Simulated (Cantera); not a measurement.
A perfectly stirred reactor is fed with NH3 : H2 = 1 : 0.1 (molar parts), at 0.128 atm; it is held at 1398 K, and followed from long to short residence time.

Cantera simulation using the gas-phase N/H chemistry of the illustrative SiF4/NH3 mechanism in the Surface Chemkin manual (1991); the numbers are that mechanism's predictions, not measurements. Walls and surfaces, which speed up NH3 decomposition in real reactors, are not modelled.

### Question
What does this change do: temperature 1398 to 1750 K?

### Answer
```
quantity                  before     after
----------------------  --------  --------
x(NH3) at τ = 21.0 s       0.883     0.135
x(H2) at τ = 21.0 s        0.110     0.662
x(NH2) at τ = 21.0 s     2.17e-5   9.22e-5
x(N) at τ = 21.0 s      5.02e-10   8.26e-8
x(N2H2) at τ = 21.0 s    2.71e-7   1.69e-7
x(NH3) at τ = 37.0 ms      0.909     0.898
x(H2) at τ = 37.0 ms      0.0909    0.0989
x(NH2) at τ = 37.0 ms    6.67e-6  0.000320
x(N) at τ = 37.0 ms     1.60e-11   3.98e-8
x(N2H2) at τ = 37.0 ms   2.67e-8   2.42e-6
```

### Question
What does this change do: pressure from 0.128 atm to 0.622 atm?

### Answer
| quantity | before | after |
|---|---|---|
| x(NH3) at τ = 21.0 s | 0.883 | 0.850 |
| x(H2) at τ = 21.0 s | 0.110 | 0.135 |
| x(NH2) at τ = 21.0 s | 2.17e-5 | 1.51e-5 |
| x(N) at τ = 21.0 s | 5.02e-10 | 2.04e-10 |
| x(N2H2) at τ = 21.0 s | 2.71e-7 | 1.33e-7 |
| x(NH3) at τ = 37.0 ms | 0.909 | 0.909 |
| x(H2) at τ = 37.0 ms | 0.0909 | 0.0910 |
| x(NH2) at τ = 37.0 ms | 6.67e-6 | 1.35e-5 |
| x(N) at τ = 37.0 ms | 1.60e-11 | 1.21e-10 |
| x(N2H2) at τ = 37.0 ms | 2.67e-8 | 1.12e-7 |
